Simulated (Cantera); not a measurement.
An isothermal, constant-pressure homogeneous reactor starts with 0.0769 % CH4, 99.9 % N2, at 1850 K and 0.00280 bar.

Model: GRI-Mech 3.0 (53 species, 325 reactions), integrated in Cantera. GRI-Mech 3.0 stops at C3 and has no aromatics, soot or wall deposition, so with more carbon than oxygen in the feed, carbon stays in small species such as C2H2 where larger ones or solid carbon would form. Radical loss at walls, strong at low pressure, is not modelled.

Problem. Predict: x(CH4) at 30.0 s; x(HCN) at 30.0 s; x(H2) at 30.0 s; x(C2H2) at 30.0 s.

Solution. 
```json
{
  "x(CH4) at 30.0 s": "4.46e-8 (gas-phase equilibrium 4.23e-12)",
  "x(HCN) at 30.0 s": "6.96e-5 (gas-phase equilibrium 0.000762)",
  "x(H2) at 30.0 s": "0.00113 (gas-phase equilibrium 0.000992)",
  "x(C2H2) at 30.0 s": "0.000349 (gas-phase equilibrium 1.45e-6)"
}
```
